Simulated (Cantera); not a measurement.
**Ignition delay**

Mixture: 12.0 % CH₄, 18.5 % O₂, 69.5 % N₂, equivalence ratio 1.3, at 10.0 bar, adiabatic and at constant volume. Ignition delay is the time to a rise of 400 K.

Model: GRI-Mech 3.0 (53 species, 325 reactions), integrated in Cantera.

| T0 (K) | delay (ms) |
|---|---|
| 1075 | 27.4 |
| 1150 | 9.71 |
| 1225 | 3.76 |
| 1300 | 1.56 |
| 1375 | 0.685 |
| 1450 | 0.316 |

```
Item                                                    Result
--------------------------------------------------  ----------
apparent activation energy between 1300 and 1450 K  170 kJ/mol
```
